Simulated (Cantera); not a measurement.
An isothermal, constant-pressure homogeneous reactor starts with N2O : O2 = 1 : 0.95 (molar parts), at 1150 K and 0.0110 bar.

Model: GRI-Mech 3.0 (53 species, 325 reactions), integrated in Cantera. GRI-Mech 3.0 was tuned for natural gas; its chemistry of N2O as a main component is partial and can be far from experiment. Radical loss at walls, strong at low pressure, is not modelled. The mechanism lacks the step 2 NO + O2 → 2 NO2, which can matter for NO2 below about 1400 K. The temperature is held fixed by assumption; the heat of reaction is taken as removed at once.

Task: Predict: x(N2O) at 20.0 s; x(O2) at 20.0 s; x(O) at 20.0 s; x(NO) at 20.0 s; x(NO2) at 20.0 s; x(N2) at 20.0 s.

Result: 
```json
{
  "x(N2O) at 20.0 s": "0.482 (gas-phase equilibrium 8.71e-10)",
  "x(O2) at 20.0 s": "0.493 (gas-phase equilibrium 0.592)",
  "x(O) at 20.0 s": "8.11e-7 (gas-phase equilibrium 6.14e-8)",
  "x(NO) at 20.0 s": "0.00213 (gas-phase equilibrium 0.000159)",
  "x(NO2) at 20.0 s": "7.02e-7 (gas-phase equilibrium 6.08e-7)",
  "x(N2) at 20.0 s": "0.0239 (gas-phase equilibrium 0.408)"
}
```
